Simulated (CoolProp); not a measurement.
p-xylene along the isotherm 45.85 °C: Z from the reference equation and from simpler models built on Tc = 343.0 °C, pc = 3532 kPa, ω = 0.324; each cubic takes its own stable root.

Model: reference Helmholtz-energy equation of state, Zhou 2012, in CoolProp.

| p (kPa) | phase | reference | Redlich-Kwong | Soave-Redlich-Kwong | Peng-Robinson |
|---|---|---|---|---|---|
| 679 | liquid | 0.03239 | 0.03853 | 0.03739 | 0.03324 |
| 1360 | liquid | 0.06483 | 0.07706 | 0.07481 | 0.06652 |
| 2040 | liquid | 0.09718 | 0.1154 | ___ | 0.09971 |
| 2720 | liquid | ___ | 0.1537 | 0.1494 | ___ |
| 3400 | liquid | 0.1618 | 0.1919 | 0.1865 | 0.1659 |
| 4070 | liquid | ___ | 0.2294 | 0.2231 | 0.1985 |
| 4750 | liquid | 0.2257 | 0.2674 | 0.2602 | 0.2315 |
| 5430 | liquid | 0.2578 | 0.3053 | 0.2972 | 0.2645 |
| 6110 | liquid | 0.2899 | 0.3431 | ___ | 0.2974 |
| 6790 | liquid | 0.3220 | 0.3808 | 0.3710 | 0.3303 |
| 7470 | liquid | 0.3540 | 0.4185 | ___ | 0.3631 |
| 8150 | liquid | 0.3860 | 0.4561 | 0.4446 | 0.3959 |
| 8830 | liquid | 0.4179 | 0.4935 | 0.4813 | 0.4286 |

Task: What belongs in the gaps?

Result: 
- 2040, Soave-Redlich-Kwong: 0.1121
- 2720, reference: 0.1295
- 2720, Peng-Robinson: 0.1328
- 4070, reference: 0.1935
- 6110, Soave-Redlich-Kwong: 0.3341
- 7470, Soave-Redlich-Kwong: 0.4078
